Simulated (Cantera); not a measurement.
An isothermal, constant-pressure homogeneous reactor starts with 0.0189 % CO, 0.467 % O₂, 0.159 % H₂O, 99.4 % N₂, at 1173 K and 240000 Pa.

Detailed kinetics in Cantera: GRI-Mech 3.0 (53 species, 325 reactions).

x: mole fraction; the columns are a selection and need not sum to one.

| t (s) | x CO | x O₂ | x H₂O | x O | x H₂ |
|---|---|---|---|---|---|
| 0.000200 | 0.000189 | 0.00467 | 0.00159 | 1.28e-11 | <1e-12 |
| 0.000773 | 0.000189 | 0.00467 | 0.00159 | 4.59e-11 | <1e-12 |
| 0.00299 | 0.000189 | 0.00467 | 0.00159 | 2.12e-10 | 5.32e-12 |
| 0.0116 | 0.000189 | 0.00467 | 0.00159 | 1.01e-8 | 7.09e-10 |
| 0.0447 | 0.000145 | 0.00465 | 0.00159 | 1.26e-6 | 6.67e-7 |
| 0.173 | 3.97e-5 | 0.00459 | 0.00159 | 3.74e-7 | 1.95e-7 |
| 0.669 | 2.72e-6 | 0.00458 | 0.00159 | 3.80e-8 | 1.40e-8 |
| 2.59 | ? | 0.00458 | 0.00159 | ? | 7.67e-10 |
| 10.0 | 8.91e-11 | 0.00458 | 0.00159 | ? | 1.63e-10 |

Q: Some entries are withheld; supply them.

A: 
- 2.59, x CO: 5.31e-8
- 2.59, x O: 4.08e-9
- 10.0, x O: 1.01e-9
